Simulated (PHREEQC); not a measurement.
Brine: an equilibrium model

Consider water at 20 °C with 1.4 mol LiCl and 2.2e-05 mol H4SiO4 per kg of water. It is in equilibrium with CO2 at log p = -3.4 (atm). Otherwise closed; pH follows from the charge balance.

The numbers come from PHREEQC with the Pitzer model, pitzer.dat.

Each row changes one thing in this solution. This is a speciation only: nothing precipitates in the calculation.

```tsv
case	pH	CO2 (mol/kgw)	CO3-2 (mol/kgw)
as made	5.31	1.58e-5	8.85e-10
H4SiO4 from 2.2e-05 to 0.00022 mol/kgw	5.31	1.58e-5	8.80e-10
temperature from 20 to 30 °C	5.36	1.21e-5	1.16e-9
diluted 5-fold with water	?	1.56e-5	2.53e-10
LiCl from 1.4 to 2.1 mol/kgw	?	1.59e-5	1.22e-9
0.016 mol/kgw KCl added	5.31	1.58e-5	8.82e-10
H4SiO4 left out	5.31	1.58e-5	8.86e-10
```

**Question.** Some entries are withheld; supply them.

**Answer.** 
- diluted 5-fold with water, pH: 5.52
- LiCl from 1.4 to 2.1 mol/kgw, pH: 5.20

Complexes and solids missing from the database can't appear. In brines, pH and single-ion activities rest on the MacInnes convention.
